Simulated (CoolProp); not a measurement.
Acetone at several states: Z from the reference equation and from simpler models built on Tc = 235.0 °C, pc = 46.92 bar, ω = 0.307; each cubic takes its own stable root.

Computed with CoolProp (reference Helmholtz-energy equation of state, Lemmon 2006). It is a short technical equation, of lower accuracy than the large ones.

| T (°C) | p (bar) | phase | reference |
|---|---|---|---|
| 34.75 | 80.8 | liquid | 0.2344 |
| 98.95 | 1.09 | gas | 0.9689 |
| 50.25 | 79.3 | liquid | 0.2239 |
| -46.25 | 11.7 | liquid | 0.04178 |
| 217.45 | 4.47 | gas | 0.9564 |

Q: How far does each simpler model (van der Waals, Redlich-Kwong, Soave-Redlich-Kwong, Peng-Robinson) lie from the reference over these 5 states: mean and median of the absolute difference, and the worst?

A: 
- van der Waals: mean 56.2 %, median 89.8 %, worst +97.6 % at -46.25 °C and 11.7 bar
- Redlich-Kwong: mean 19.6 %, median 31.6 %, worst +32.9 % at -46.25 °C and 11.7 bar
- Soave-Redlich-Kwong: mean 17.3 %, median 27.2 %, worst +30.2 % at -46.25 °C and 11.7 bar
- Peng-Robinson: mean 8.6 %, median 12.9 %, worst +16.0 % at -46.25 °C and 11.7 bar
